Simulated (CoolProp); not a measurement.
Vapour-liquid equilibrium of R141b (1) + n-pentane (2) at 17.6 bar; x and y are mole fractions of (1).

The numbers come from the multi-fluid Helmholtz-energy mixture model, Lemmon 2006 and Thol 2019; pair parameters Bell 2016 in CoolProp.

### Question
Give the bubble temperature and the first vapour's composition at x = 0.45, 0.55, 0.85. Is there an azeotrope?

### Answer
x = 0.45: 421.7 K, y = 0.471; x = 0.55: 421.1 K, y = 0.562; x = 0.85: 421.0 K, y = 0.845. y crosses x between x = 0.65 and 0.75: the model has an azeotrope there.

Pair parameters are fitted to limited data, so mixtures are less certain than the pure fluids.
